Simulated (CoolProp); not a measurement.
Vapour-liquid equilibrium of R22 (1) + c-C4F8 (RC318) (2) at 327.9 K; x and y are mole fractions of (1).

Computed with CoolProp (multi-fluid Helmholtz-energy mixture model, Kamei 1995 and Platzer 1990; pair parameters Bell 2016). This equation is an older, rougher fit; its heat capacities, sound speeds and derivatives of the liquid may be far off and weren't checked against measurements.

```csv
x,bubble pressure (MPa),y at the bubble point,dew pressure at overall composition x (MPa),liquid density (mol/L)
0.05,0.7769,0.093,0.7557,7.009
0.125,0.8739,0.245,0.7944,7.272
0.2,1.005,0.388,0.8413,7.537
0.275,1.157,0.508,0.8976,7.805
0.35,1.316,0.601,0.9650,8.082
0.425,1.469,0.672,1.046,8.370
0.5,1.608,0.726,1.145,8.676
0.575,1.730,0.769,1.267,9.009
0.65,1.836,0.806,1.418,9.381
0.725,1.928,0.840,1.605,9.810
0.8,2.009,0.875,1.818,10.32
0.875,2.079,0.913,2.009,10.93
0.95,2.136,0.960,2.126,11.66
```

No azeotrope shows between x = 0.05 and 0.95.

The pair parameters rest on a limited set of measurements; away from them the model extrapolates. The gap from Raoult's law changes sign with composition, which may be real or a fault of the pair parameters; it wasn't checked against measurements.
